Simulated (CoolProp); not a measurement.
Methane along the isotherm 201.9 K: density (kg/m³) from the reference equation and from simpler models built on Tc = 190.6 K, pc = 4.599 MPa, ω = 0.011; each cubic takes its own stable root.

Computed with CoolProp (reference Helmholtz-energy equation of state, Setzmann 1991).

| p (MPa) | phase | reference | van der Waals | Soave-Redlich-Kwong | Peng-Robinson |
|---|---|---|---|---|---|
| 0.0727 | gas | 0.6979 | 0.6976 | 0.6980 | 0.6984 |
| 0.107 | gas | 1.029 | 1.029 | 1.029 | 1.030 |
| 0.157 | gas | 1.515 | 1.514 | 1.515 | 1.517 |
| 0.23 | gas | 2.230 | 2.227 | 2.230 | 2.235 |
| 0.338 | gas | 3.299 | 3.294 | 3.301 | 3.310 |
| 0.495 | gas | 4.881 | 4.869 | 4.885 | 4.904 |
| 0.727 | gas | 7.281 | 7.254 | 7.289 | 7.332 |
| 1.07 | gas | 10.98 | 10.91 | 10.99 | 11.09 |
| 1.57 | gas | 16.72 | 16.58 | 16.76 | 16.98 |
| 2.3 | gas | 26.06 | 25.73 | 26.12 | 26.66 |
| 3.38 | gas | 42.84 | 42.09 | 42.94 | 44.33 |
| 4.95 | supercritical | 81.04 | 80.61 | 80.65 | 85.02 |
| 7.27 | supercritical | 215.3 | 177.2 | 189.9 | 206.6 |
| 10.7 | supercritical | 266.1 | 208.8 | 243.9 | 268.8 |
| 15.7 | supercritical | 295.1 | 230.4 | 279.6 | 309.6 |
| 23 | supercritical | 319.2 | 248.8 | 310.0 | 344.0 |
